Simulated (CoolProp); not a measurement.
Saturation properties of ethylbenzene (Tc = 617.1 K, pc = 3.622 MPa, ω = 0.304).

Model: reference Helmholtz-energy equation of state, Zhou 2012, in CoolProp.

```tsv
T (K)	p (MPa)	vapour density (kg/m³)	surface tension (mN/m)
305.3	0.001904	0.07981	27.7
319.3	0.003903	0.1567	26.2
333.3	0.007449	0.2872	24.7
347.4	0.01341	0.4981	23.2
361.4	0.02279	0.8175	21.8
375.4	0.03694	1.284	20.3
389.4	0.05746	1.942	18.9
403.4	0.08621	2.841	17.5
```

It boils at 409.3 K under 1 atm.

Surface tension comes from a separate correlation (Mulero 2014).
